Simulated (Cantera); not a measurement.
Input (Python, Cantera) and output of one run.

```python
import numpy as np
import cantera as ct

gas_names = [...]  # 123 gases of nasa_gas.yaml made of C, H, O, Si
cond_names = """
    C(gr) C6H6(L) C7H8(L) C8H18(L),n-octa H2O(s) H2O(L) Si(cr) Si(L) SiC(b) SiO2(Lqz) SiO2(hqz) SiO2(L)
""".split()


# ... load() reads the species with a 1 bar reference pressure and builds the phases ...
atoms = {
    'SiC': {'Si': 1, 'C': 1},
    'O2': {'O': 2},
    'H2': {'H': 2},
}
top_T = {'C(gr)': 4500, 'SiC(b)': 3050}  # K; cautious upper limits of use, not melting points


# ... equilibrate(T, P, feed) seeds the gas with the atoms and calls Mixture.equilibrate('TP', solver="vcs", rtol=1e-11, max_steps=5000) ...
results = []
T = 2050  # K
P = 38  # Pa
for m in [0.001, 0.002, 0.0041, 0.0083, 0.017, 0.034, 0.068, 0.14, 0.28]:
    feed = {'SiC': 1, 'O2': m, 'H2': 2.3}  # mol
    mix = equilibrate(T, P, feed)
    results.append((T, P, feed, dict(zip(mix.species_names, mix.species_moles))))

top = {s: max(r[3][s] / sum(r[3][g] for g in gas_names) for r in results) for s in gas_names}
cols = sorted((s for s in top if top[s] > 1e-06), key=lambda s: -top[s])[:9]
seen = [c for c in cond_names if any(r[3].get(c, 0) > 1e-12 for r in results)]
print("log10 of partial pressures in bar; condensed amounts in mol")
print(f"{'n(O2)':>10s}" + "".join(f"{s[:9]:>10s}" for s in cols + seen))
for T, P, feed, n in results:
    ng = sum(n[g] for g in gas_names)
    print(f"{feed['O2']:10.4g}" + "".join(f"{np.log10(max(n[s] / ng * P / 1e5, 1e-99)):10.3f}" for s in cols)
          + "".join(f"{n.get(c, 0):10.4g}" for c in seen))
```

It prints:

```
log10 of partial pressures in bar; condensed amounts in mol
     n(O2)        H2        CO         H        Si       SiO      Si2C C2H2,acet       SiH      SiC2     C(gr)    SiC(b)
     0.001    -3.478    -6.517    -4.383    -5.295    -8.499    -6.767    -6.452    -7.252    -6.579   0.02628    0.9626
     0.002    -3.479    -6.216    -4.384    -5.295    -8.198    -6.767    -6.453    -7.252    -6.579   0.02435    0.9625
    0.0041    -3.480    -5.905    -4.384    -5.295    -7.887    -6.767    -6.453    -7.253    -6.579   0.02029    0.9624
    0.0083    -3.481    -5.600    -4.385    -5.295    -7.582    -6.767    -6.455    -7.253    -6.579   0.01218    0.9622
     0.017    -3.485    -5.294    -4.387    -5.254    -7.194    -6.726    -6.541    -7.214    -6.620         0    0.9582
     0.034    -3.496    -5.013    -4.392    -5.033    -6.471    -6.505    -6.993    -6.999    -6.841         0    0.9288
     0.068    -3.516    -4.756    -4.402    -4.816    -5.779    -6.288    -7.448    -6.792    -7.058         0    0.8704
      0.14    -3.551    -4.519    -4.420    -4.642    -5.197    -6.115    -7.829    -6.636    -7.231         0    0.7616
      0.28    -3.605    -4.319    -4.447    -4.530    -4.772    -6.003    -8.108    -6.551    -7.344         0    0.5765
```

Equilibrium computed with Cantera from the NASA thermochemical tables; the gas is ideal and each condensed phase is pure. Gases not in the tables: Si2H6 and higher silanes.
